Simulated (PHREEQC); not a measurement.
Solution (25 °C): 3.1 mmol/kgw HF, 15 mmol/kgw NaF and 18 mmol/kgw (NH4)2SiF6. Closed to the air; pH follows from the charge balance.

Model: ion-association model, phreeqc.dat, run in PHREEQC.

No solid was allowed to form.

Problem. Estimate the pH, density.

Solution. pH 3.80; density 1.000 g/cm³.

Problem. In which forms is F present?

Solution. SiF6-2 86 %, F- 12 %, HF 2.2 % of the F.

SiF6-2 is the database's only silicon fluoride.
